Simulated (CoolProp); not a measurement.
Model: reference Helmholtz-energy equation of state, Lemmon 2006, in CoolProp. It is a short technical equation, of lower accuracy than the large ones.

Problem. For n-decane, give the phase and the Z, speed of sound (m/s) at 353.7 K and 10.7 MPa.

Solution. 
- 353.7 K and 10.7 MPa: liquid; Z 0.746, speed of sound 1100
